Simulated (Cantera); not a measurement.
Feed: 1 mol Al(CH3)3, 8.8 mol N2, at 650 °C and 0.133 bar.

Cantera equilibrium calculation (NASA polynomials, part measured and part estimated; ideal gas, pure solids and liquids). Candidate condensed phases: Al, AlN, C, C6H6, C7H8, C8H18; 97 gas species. The feed counts by its element totals alone. Rates play no part.

Base state: N2 0.651, H2 0.345, CH4 0.00370, NH3 2.21e-5 (mole fractions); condensed: AlN(s) + C(graphite).

Task: What changes in the equilibrium state with this change: N2 from 8.8 to 1.2 mol?

Result: 
```tsv
species	before	after
H2	0.345	0.841
N2	0.651	0.138
CH4	0.00370	0.0219
NH3	2.21e-5	3.85e-5
AlN(s), mol	1.00	1.00
C(graphite), mol	2.95	2.89
```

Task: What changes in the equilibrium state with this change: N2 from 8.8 to 41 mol?

Result: 
```json
[
 {"species": "N2", "before": "0.651", "after": "0.900"},
 {"species": "H2", "before": "0.345", "after": "0.0994"},
 {"species": "CH4", "before": "0.00370", "after": "0.000306"},
 {"species": "NH3", "before": "2.21e-5", "after": "4.00e-6"},
 {"species": "AlN(s), mol", "before": "1.00", "after": "1.00"},
 {"species": "C(graphite), mol", "before": "2.95", "after": "2.99"}
]
```
